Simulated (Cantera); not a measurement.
Input: 1 mol Ti(OiPr)4, 0.18 mol CH4, 1.3 mol H2, a varied amount of H2O, held at 750 Torr.

These are equilibrium values from Cantera (NASA tables, ideal gas, pure condensed phases), not measurements of a reactor. Candidate condensed phases: C, C6H6, C7H8, C8H18, H2O, Ti, TiC, TiO, TiO2, Ti2O3, Ti3O5, Ti4O7; 113 gas species. The feed counts by its element totals alone. Mutual solubility and eutectic melting of coexisting phases are not modelled. TiC: taken at fixed stoichiometry. Condensed phases not in the tables: Magnéli phases beyond Ti4O7. Gases not in the tables: TiO(OH)2. The numbers say what is thermodynamically allowed, not how fast it happens.

Q: What condenses at these points (T in °C, n(H2O) in mol): (1000, 9.5); (1100, 5.2); (1100, 4.1); (800, 16); (1100, 9.5); (1600, 7.3); (1600, 13)?

A: 
| T (°C) | n(H2O) in mol | condensed phases | Ti condensed (%) |
|---|---|---|---|
| 1000 | 9.5 | C + TiO2 | 100.0 |
| 1100 | 5.2 | C + Ti3O5 | 100.0 |
| 1100 | 4.1 | C + Ti3O5 | 100.0 |
| 800 | 16 | TiO2 | 100.0 |
| 1100 | 9.5 | C + Ti4O7 | 100.0 |
| 1600 | 7.3 | TiC + Ti2O3 | 100.0 |
| 1600 | 13 | Ti4O7 | 100.0 |
